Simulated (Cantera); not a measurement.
Equilibrium for boron, boron nitride and boron oxide: B₂O₃ + H₂O + H₂ + NH₃

Charge: 1 mol B₂O₃, 2 mol H₂O, 4.6 mol H₂, 9.1 mol NH₃, equilibrated at 0.110 bar.

Method: chemical equilibrium by Gibbs-energy minimisation in Cantera with the NASA 1993 tables (ideal gas, pure condensed phases). Candidate condensed phases: B, BN, B₂O₃, B₃O₃H₃, H₂O; 39 gas species. Gases not in the tables: H₃BO₃. The numbers say what is thermodynamically allowed, not how fast it happens.

| T (K) | x H₂ | x N₂ | x H₂O | x HBO₂ | x B₂O₃ | x HBO | x H | x (HBO₂)₃ | n B₂O₃(l) |
|---|---|---|---|---|---|---|---|---|---|
| 1050 | 0.736 | 0.183 | 0.0804 | 6.06e-5 | 2.96e-10 | 5.49e-9 | 2.10e-8 | 0.000165 | 0.993 |
| 1100 | 0.736 | 0.183 | 0.0804 | 0.000149 | 2.33e-9 | 2.48e-8 | 6.69e-8 | 0.000132 | 0.993 |
| 1150 | 0.736 | 0.183 | 0.0803 | 0.000337 | 1.51e-8 | 9.82e-8 | 1.93e-7 | 0.000107 | 0.992 |
| 1200 | 0.736 | 0.183 | 0.0801 | 0.000710 | 8.36e-8 | 3.45e-7 | 5.10e-7 | 8.79e-5 | 0.988 |
| 1250 | 0.735 | 0.183 | 0.0798 | 0.00140 | 4.01e-7 | 1.09e-6 | 1.25e-6 | 7.29e-5 | 0.980 |
| 1300 | 0.735 | 0.183 | 0.0791 | 0.00261 | 1.69e-6 | 3.15e-6 | 2.86e-6 | 6.09e-5 | 0.965 |
| 1350 | 0.734 | 0.183 | 0.0781 | 0.00462 | 6.39e-6 | 8.42e-6 | 6.16e-6 | 5.09e-5 | 0.940 |
| 1400 | 0.733 | 0.183 | 0.0764 | 0.00779 | 2.18e-5 | 2.10e-5 | 1.26e-5 | 4.25e-5 | 0.901 |
| 1450 | 0.731 | 0.182 | 0.0738 | 0.0126 | 6.83e-5 | 4.92e-5 | 2.44e-5 | 3.51e-5 | 0.840 |
| 1500 | 0.728 | 0.182 | 0.0702 | 0.0194 | 0.000197 | 0.000110 | 4.53e-5 | 2.86e-5 | 0.750 |
| 1550 | 0.725 | 0.181 | 0.0652 | 0.0286 | 0.000530 | 0.000234 | 8.08e-5 | 2.26e-5 | 0.622 |
| 1600 | 0.719 | 0.179 | 0.0588 | 0.0405 | 0.00133 | 0.000484 | 0.000139 | 1.72e-5 | 0.445 |
| 1650 | 0.712 | 0.178 | 0.0512 | 0.0549 | 0.00316 | 0.000971 | 0.000231 | 1.25e-5 | 0.203 |
| 1700 | 0.705 | 0.176 | 0.0459 | 0.0648 | 0.00549 | 0.00162 | 0.000373 | 6.51e-6 | 0 |
x: gas mole fraction; n: condensed amount in mol.

From 1050 K to 1650 K the condensed part is B₂O₃(l). At 1700 K nothing is condensed.
